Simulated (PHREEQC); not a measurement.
Consider water at 30 °C with 0.059 mol/kgw HF, 0.00016 mol/kgw (CH3)4NF and 0.11 mol/kgw (NH4)2SiF6. Closed to the air; pH follows from the charge balance.

Model: ion-association model, phreeqc.dat, run in PHREEQC.

Each row changes one thing in this solution. No solid was allowed to form.

```json
[
 {"case": "as made", "pH": "2.18", "ionic strength (mol/kgw)": "0.339", "HF (mol/kgw)": "0.0490", "F- (mol/kgw)": "0.00733", "HF2- (mol/kgw)": "0.00140", "NH3 (mol/kgw)": "1.55e-8", "SI of Quartz (SiO2)": "-5.06"},
 {"case": "diluted 2-fold with water", "pH": "2.37", "ionic strength (mol/kgw)": "0.170", "HF (mol/kgw)": "0.0237", "F- (mol/kgw)": "0.00492", "HF2- (mol/kgw)": "0.000461", "NH3 (mol/kgw)": "1.39e-8", "SI of Quartz (SiO2)": "-3.65"},
 {"case": "(CH3)4NF from 0.00016 to 1.6e-05 mol/kgw", "pH": "2.17", "ionic strength (mol/kgw)": "0.339", "HF (mol/kgw)": "0.0490", "F- (mol/kgw)": "0.00726", "HF2- (mol/kgw)": "0.00139", "NH3 (mol/kgw)": "1.54e-8", "SI of Quartz (SiO2)": "-5.05"},
 {"case": "HF left out", "pH": "3.08", "ionic strength (mol/kgw)": "0.330", "HF (mol/kgw)": "0.00249", "F- (mol/kgw)": "0.00299", "HF2- (mol/kgw)": "2.91e-5", "NH3 (mol/kgw)": "1.25e-7", "SI of Quartz (SiO2)": "+0.90"},
 {"case": "(CH3)4NF replaced by TMAH at the same molality", "pH": "2.18", "ionic strength (mol/kgw)": "0.339", "HF (mol/kgw)": "0.0489", "F- (mol/kgw)": "0.00732", "HF2- (mol/kgw)": "0.00140", "NH3 (mol/kgw)": "1.55e-8", "SI of Quartz (SiO2)": "-5.05"}
]
```

Complexes and solids missing from the database can't appear. Some of these states are supersaturated (in Quartz (slow to form), Chalcedony (slow to form), for instance). (CH3)4N+ isn't in the database: it is added as a free cation with an ion size of 4 Å. SiF6-2 is the database's only silicon fluoride.
